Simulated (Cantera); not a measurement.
A Cantera script and what it prints.

```python
import numpy as np
import cantera as ct

gas_names = """
    H HNO HNO2 HNO3 HO2 H2 H2O H2O2 N NH NH2 NH3 NH2OH NO NO2 NO3 N2 N2H2 N2H4 N2O O OH O2 O3 Zr ZrN ZrO
    ZrO2
""".split()
cond_names = """
    H2O(s) H2O(L) Zr(a) Zr(b) Zr(L) ZrN(s) ZrN(L) ZrO2(a) ZrO2(b) ZrO2(L)
""".split()


def load(file, names, dense=False):
    # The tables refer to 1 bar. Condensed volumes are neglected.
    table = {s.name: s for s in ct.Species.list_from_file(file)}
    out = []
    for n in names:
        d = dict(table[n].input_data)
        d["thermo"] = dict(d["thermo"], **{"reference-pressure": 1e5})
        if dense:
            d["equation-of-state"] = {"model": "constant-volume", "density": "1e6 g/cm^3"}
        out.append(ct.Species.from_dict(d))
    return out


gas = ct.Solution(thermo="ideal-gas", species=load("nasa_gas.yaml", gas_names))
cond = {s.name: ct.Solution(thermo="fixed-stoichiometry", species=[s], name=s.name)
        for s in load("nasa_condensed.yaml", cond_names, dense=True)}
atoms = {
    'Zr': {'Zr': 1},
    'H2O': {'H': 2, 'O': 1},
    'N2': {'N': 2},
}
top_T = {}  # K; cautious upper limits of use, not melting points


def equilibrate(T, P, feed):
    n = {}
    for name, mol in feed.items():
        for a, k in atoms[name].items():
            n[a] = n.get(a, 0.0) + k * mol
    gas.TPX = T, P, n
    mass = sum(n.values()) * gas.mean_molecular_weight
    gas.equilibrate("TP")
    valid = [c for c in cond.values() if c.min_temp <= T <= top_T.get(c.name, c.max_temp)]
    mix = ct.Mixture([(gas, mass / gas.mean_molecular_weight)] + [(c, 0.0) for c in valid])
    mix.T, mix.P = T, P
    mix.equilibrate("TP", solver="vcs", rtol=1e-11, max_steps=5000)
    return mix


results = []
feed = {'Zr': 1, 'H2O': 0.024, 'N2': 0.58}  # mol
T = 1700  # K
P = 101325  # Pa
mix = equilibrate(T, P, feed)
results.append((T, P, feed, dict(zip(mix.species_names, mix.species_moles))))
print(gas.report(threshold=1e-06))
for i in range(1, mix.n_phases):
    print(f"{mix.phase(i).name:16s} {mix.phase_moles(i):12.5e} mol")
```

Result:

```
       temperature   1700 K
          pressure   1.0133e+05 Pa
           density   0.16016 kg/m^3
  mean mol. weight   22.341 kg/kmol
   phase of matter   gas

                          1 kg             1 kmol
                     ---------------   ---------------
          enthalpy        2.0074e+06        4.4847e+07  J
   internal energy        1.3747e+06        3.0713e+07  J
           entropy             10595         2.367e+05  J/K
    Gibbs function       -1.6004e+07       -3.5754e+08  J
 heat capacity c_p            1560.5             34863  J/K
 heat capacity c_v            1188.3             26549  J/K

                      mass frac. Y      mole frac. X     chem. pot. / RT
                     ---------------   ---------------   ---------------
                 H        3.0845e-06        6.8365e-05           -10.242
                H2          0.019682           0.21812           -20.485
               H2O        1.3144e-05        1.6301e-05           -54.901
               NH3        2.5323e-06        3.3219e-06           -44.046
                N2            0.9803           0.78179           -26.639
     [  +23 minor]        2.5461e-09         3.529e-09

Zr(b)             0.00000e+00 mol
ZrN(s)            9.88001e-01 mol
ZrO2(b)           1.19991e-02 mol
```

These are equilibrium values from Cantera (NASA tables, ideal gas, pure condensed phases), not measurements of a reactor. Mutual solubility and eutectic melting of coexisting phases are not modelled. ZrN: taken at fixed stoichiometry. Condensed phases not in the tables: solid solutions among these carbides, nitrides and lower oxides.
